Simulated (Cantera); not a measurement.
An isothermal, constant-pressure homogeneous reactor starts with 32.4 % H2, 67.6 % O2, at 975 K and 9.75 Torr.

Computed with Cantera and GRI-Mech 3.0 (53 species, 325 reactions). Radical loss at walls, strong at low pressure, is not modelled. The temperature is held fixed by assumption; the heat of reaction is taken as removed at once.

x: mole fraction; the columns are a selection and need not sum to one.

```
t (s)         x H2   x O2       x O       x H        x OH
--------  --------  -----  --------  --------  ----------
2.00e-5      0.324  0.676    <1e-12  2.00e-11      <1e-12
7.06e-5      0.324  0.676  8.75e-12  7.17e-11    4.68e-12
0.000249     0.324  0.676  9.01e-11  3.63e-10    3.45e-11
0.000879     0.324  0.676   3.33e-9   1.12e-8  (withheld)
0.00310      0.323  0.675  0.000222  0.000745  (withheld)
0.0110     0.00896  0.599    0.0118    0.0213  (withheld)
0.0387    0.000400  0.612  0.000371   8.30e-5  (withheld)
0.136      2.64e-5  0.613   2.45e-5   1.42e-6  (withheld)
0.482      1.98e-6  0.613   2.95e-6   5.80e-8  (withheld)
1.70       2.33e-7  0.613   5.31e-7   4.32e-9  (withheld)
6.00       4.46e-8  0.613   1.20e-7  4.61e-10  (withheld)
```

Q: Some entries are withheld; supply them.

A: 
- 0.000879, x OH: 1.17e-9
- 0.00310, x OH: 7.92e-5
- 0.0110, x OH: 0.00362
- 0.0387, x OH: 0.000453
- 0.136, x OH: 0.000117
- 0.482, x OH: 4.13e-5
- 1.70, x OH: 1.75e-5
- 6.00, x OH: 8.30e-6
